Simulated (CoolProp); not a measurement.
Methane at 194.6 K and 0.385 MPa flows at 7.6 m/s in a round tube of 10 mm bore and 15 µm roughness, fully developed (64/Re and Nu = 3.66 if laminar; Colebrook and Gnielinski if turbulent). Each further row changes one setting.

Values from CoolProp's reference Helmholtz-energy equation of state, Setzmann 1991.

```json
[
 {"case": "as stated", "Reynolds number": "38800", "Darcy friction factor": "0.0261", "pressure drop (Pa/m)": "296", "heat-transfer coefficient (W/(m² K))": "232", "mass flow (kg/h)": "8.43"},
 {"case": "velocity 15.2 m/s", "Reynolds number": "77600", "Darcy friction factor": "0.0242", "pressure drop (Pa/m)": "1100", "heat-transfer coefficient (W/(m² K))": "433", "mass flow (kg/h)": "16.9"},
 {"case": "diameter 20 mm", "Reynolds number": "77600", "Darcy friction factor": "0.0219", "pressure drop (Pa/m)": "124", "heat-transfer coefficient (W/(m² K))": "195", "mass flow (kg/h)": "33.7"}
]
```

Viscosity comes from a separate model (Quiñones-Cisneros 2006). Thermal conductivity comes from a separate model (Friend 1989).
